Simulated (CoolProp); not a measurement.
Vapour-liquid equilibrium of n-butane (1) + cyclohexane (2) at 0.425 MPa; x and y are mole fractions of (1).

Model: multi-fluid Helmholtz-energy mixture model, Bücker 2006 and Zhou 2014; pair parameters Bell 2016, in CoolProp.

```tsv
x	bubble temperature (°C)	y at the bubble point	dew temperature at overall composition x (°C)	liquid density (mol/L)
0.05	128.8	0.195	135.2	7.964
0.125	116.3	0.432	132.0	8.166
0.2	104.6	0.605	128.6	8.359
0.275	94.2	0.726	124.9	8.537
0.35	85.1	0.808	120.9	8.697
0.425	77.3	0.865	116.7	8.839
0.5	70.7	0.904	112.0	8.964
0.575	65.1	0.931	106.8	9.074
0.65	60.3	0.951	101.0	9.169
0.725	56.1	0.966	94.2	9.252
0.8	52.5	0.978	86.1	9.322
0.875	49.2	0.987	75.7	9.381
0.95	46.2	0.995	60.6	9.430
```

No azeotrope shows between x = 0.05 and 0.95.

Pair parameters are fitted to limited data, so mixtures are less certain than the pure fluids.
